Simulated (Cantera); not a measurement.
# Stirred combustor or abatement burner

A perfectly stirred reactor is fed with CO : H2 : O2 : N2 = 1 : 0.04 : 0.584 : 2.2 (molar parts), equivalence ratio 0.89, at 760 Torr; it is adiabatic with a 373 K inlet, and is followed from long to short residence time, starting on the burning branch (τ in s: 0.12, 0.044, 0.017, 0.0062, 0.0023, 0.00087, 0.00033, 0.00012, 4.6e-05, 1.7e-05, 6.4e-06).

Model: GRI-Mech 3.0 (53 species, 325 reactions), integrated in Cantera.

```csv
τ (s),T (K),x CO,x H2,x O2,x O,x NO
0.12,2312,0.0322,0.000225,0.0319,0.00162,0.00413
0.044,2254,0.0402,0.000289,0.0361,0.00242,0.00270
0.017,2163,0.0521,0.000392,0.0419,0.00398,0.00129
0.0062,2037,0.0669,0.000533,0.0484,0.00671,0.000422
0.0023,1891,0.0822,0.000678,0.0545,0.0106,0.000159
0.00087,1720,0.0985,0.000783,0.0609,0.0152,9.28e-5
0.00033,1481,0.127,0.000838,0.0751,0.0163,3.80e-5
0.00012,373,0.262,0.0105,0.153,<1e-12,<1e-12
4.6e-5,373,0.262,0.0105,0.153,<1e-12,<1e-12
1.7e-5,373,0.262,0.0105,0.153,<1e-12,<1e-12
6.4e-6,373,0.262,0.0105,0.153,<1e-12,<1e-12
```
x: mole fraction; the columns are a selection and need not sum to one.
